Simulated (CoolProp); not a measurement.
The fluid at 298.15 K and 2.38 MPa expands adiabatically to 1.44 MPa with isentropic efficiency 0.85. The same conditions are run with several fluids, on thermodynamics alone (safety and materials aside).

Values from CoolProp's reference Helmholtz-energy equation of state of each fluid (hydrogen chloride: Thol 2018; oxygen: Schmidt 1985; ethane: Bücker 2006; nitrous oxide: Lemmon 2006; carbon monoxide: Lemmon 2006).

```csv
fluid,work (kJ/kg),final temperature (K),final density (kg/m³)
hydrogen chloride,22.9,…,28.1
oxygen,…,263.6,21.4
ethane,27.2,…,22.9
nitrous oxide,…,…,…
carbon monoxide,34.8,263.4,…
```

### Question
What belongs in the gaps?

### Answer

- hydrogen chloride, final temperature (K): 262.6
- oxygen, work (kJ/kg): 30.3
- ethane, final temperature (K): 272.2
- nitrous oxide, work (kJ/kg): 19.6
- nitrous oxide, final temperature (K): 267.8
- nitrous oxide, final density (kg/m³): 32.3
- carbon monoxide, final density (kg/m³): 18.6
